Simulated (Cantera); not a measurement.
Input (Python, Cantera):

```python
import numpy as np
import cantera as ct

gas = ct.Solution("gri30.yaml")
gas.TPX = 1825, 60000, {'C3H8': 1, 'H2': 3.5}
inlet = ct.Reservoir(gas, clone=True)

reactor = ct.IdealGasConstPressureReactor(gas, energy="off", clone=False)
exhaust = ct.Reservoir(gas, clone=True)
tau = [2.1, 1, 0.49, 0.24, 0.11, 0.055, 0.027, 0.013, 0.0062, 0.003][0]
for a, b in ((inlet, reactor), (reactor, exhaust)):
    ct.MassFlowController(a, b, mdot=lambda t: reactor.mass / tau)
net = ct.ReactorNet([reactor])
show = ['C3H8', 'H2', 'C2H6', 'C2H4', 'H', 'CH3']

rows = []
print(f"{'tau/s':>10s}{'T/K':>9s}" + "".join(f"{s:>11s}" for s in show))
for tau in [2.1, 1, 0.49, 0.24, 0.11, 0.055, 0.027, 0.013, 0.0062, 0.003]:
    net.initial_time = 0.0
    net.advance(30 * tau)
    before = gas.X
    net.advance(40 * tau)
    drift = np.max(np.abs(gas.X - before) / (gas.X + 1e-9))
    rows.append([gas.T, *gas[show].X, drift])
    print(f"{tau:10.3e}{gas.T:9.1f}" + "".join(f"{x:11.3e}" for x in gas[show].X))
```

It prints:

```
     tau/s      T/K       C3H8         H2       C2H6       C2H4          H        CH3
 2.100e+00   1825.0  4.471e-07  7.907e-01  1.542e-06  1.824e-03  5.135e-04  1.564e-04
 1.000e+00   1825.0  9.378e-07  7.889e-01  2.136e-06  1.827e-03  5.167e-04  1.901e-04
 4.900e-01   1825.0  1.910e-06  7.863e-01  3.279e-06  1.840e-03  5.219e-04  2.423e-04
 2.400e-01   1825.0  3.887e-06  7.825e-01  5.501e-06  1.873e-03  5.303e-04  3.208e-04
 1.100e-01   1825.0  8.423e-06  7.767e-01  1.027e-05  1.964e-03  5.451e-04  4.464e-04
 5.500e-02   1825.0  1.666e-05  7.701e-01  1.822e-05  2.142e-03  5.658e-04  6.032e-04
 2.700e-02   1825.0  3.331e-05  7.620e-01  3.269e-05  2.504e-03  5.979e-04  8.214e-04
 1.300e-02   1825.0  6.710e-05  7.526e-01  5.852e-05  3.209e-03  6.464e-04  1.124e-03
 6.200e-03   1825.0  1.345e-04  7.423e-01  1.029e-04  4.513e-03  7.161e-04  1.535e-03
 3.000e-03   1825.0  2.624e-04  7.318e-01  1.742e-04  6.741e-03  8.079e-04  2.075e-03
```

Model: GRI-Mech 3.0 (53 species, 325 reactions), integrated in Cantera. GRI-Mech 3.0 was tuned for natural gas; its chemistry of propane as a main component is partial and can be far from experiment. GRI-Mech 3.0 stops at C3 and has no aromatics, soot or wall deposition, so with more carbon than oxygen in the feed, carbon stays in small species such as C2H2 where larger ones or solid carbon would form.
